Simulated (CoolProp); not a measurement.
Aqueous magnesium chloride as a coolant, 16 % by mass, freezing at -18.8 °C, 1 atm.

Computed with CoolProp (Melinder's fits for secondary coolants).

| T (°C) | Prandtl number | density (kg/m³) | cp (kJ/(kg K)) | viscosity (mPa s) |
|---|---|---|---|---|
| -1.1 | 24.5 | 1144 | 3.244 | [?] |
| 3.2 | 21.0 | [?] | 3.255 | 3.43 |
| 7.4 | 18.3 | 1142 | 3.265 | 3.01 |
| 11.7 | 15.8 | [?] | 3.276 | 2.64 |
| 15.9 | 13.8 | [?] | 3.286 | 2.33 |
| 20.2 | 12.1 | 1137 | 3.296 | 2.05 |
| 24.4 | [?] | 1136 | 3.306 | 1.81 |
| 28.7 | 9.21 | 1134 | [?] | [?] |
| 33 | 8.03 | 1132 | 3.328 | 1.40 |
| 37.2 | 7.00 | 1130 | 3.338 | 1.23 |

Problem. Some entries are withheld; supply them.

Solution. 
- -1.1, viscosity (mPa s): 3.94
- 3.2, density (kg/m³): 1143
- 11.7, density (kg/m³): 1140
- 15.9, density (kg/m³): 1139
- 24.4, Prandtl number: 10.6
- 28.7, cp (kJ/(kg K)): 3.317
- 28.7, viscosity (mPa s): 1.60
